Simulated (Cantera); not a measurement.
Equilibrium for carbothermic reduction: Fe2O3 + CH4 + H2

Feed: 1 mol Fe2O3, 0.7 mol CH4, 1.5 mol H2, held at 17.0 Pa.

Cantera equilibrium calculation (NASA polynomials, part measured and part estimated; ideal gas, pure solids and liquids). Candidate condensed phases: C, C6H6, C7H8, C8H18, Fe, Fe(CO)5, FeO, Fe(OH)2, Fe(OH)3, Fe2O3, Fe3O4, H2O; 114 gas species. The tables' stoichiometric FeO is somewhat more stable than real wüstite, so its field is too wide. FeO: taken at fixed stoichiometry. The numbers say what is thermodynamically allowed, not how fast it happens.

| T (K) | log p H | log p Fe | log p H2O | log p H2 | log p O | log p CO | log p OH | log p CO2 | log p O2 | log p FeO | n FeO(l) |
|---|---|---|---|---|---|---|---|---|---|---|---|
| 1873 | -5.33 | -4.39 | -4.33 | -4.28 | -7.66 | -4.70 | -6.49 | -5.36 | -8.07 | -6.28 | 0.818 |
| 1973 | -5.17 | -4.25 | -4.25 | -4.60 | -6.55 | -4.86 | -5.84 | -5.16 | -6.57 | -5.63 | 0.00909 |
| 2073 | -4.89 | -4.26 | -4.30 | -4.62 | -5.93 | -4.86 | -5.51 | -5.22 | -5.98 | -5.57 | 0 |
| 2173 | -4.63 | -4.29 | -4.40 | -4.63 | -5.43 | -4.85 | -5.27 | -5.34 | -5.57 | -5.60 | 0 |
| 2273 | -4.41 | -4.34 | -4.60 | -4.67 | -5.05 | -4.86 | -5.15 | -5.53 | -5.35 | -5.72 | 0 |
| 2373 | -4.24 | -4.39 | -4.93 | -4.78 | -4.78 | -4.89 | -5.15 | -5.80 | -5.31 | -5.92 | 0 |
| 2473 | -4.14 | -4.44 | -5.41 | -4.98 | -4.61 | -4.92 | -5.27 | -6.14 | -5.43 | -6.18 | 0 |
| 2573 | -4.09 | -4.47 | -6.00 | -5.24 | -4.52 | -4.94 | -5.49 | -6.50 | -5.67 | -6.47 | 0 |
| 2673 | -4.06 | -4.49 | -6.64 | -5.54 | -4.48 | -4.95 | -5.77 | -6.87 | -5.97 | -6.77 | 0 |
log p: log10 of the partial pressure in bar; n: condensed amount in mol.

From 1873 K to 1973 K the condensed part is FeO(l). From 2073 K to 2673 K nothing is condensed. The main Fe-bearing gas is Fe throughout.
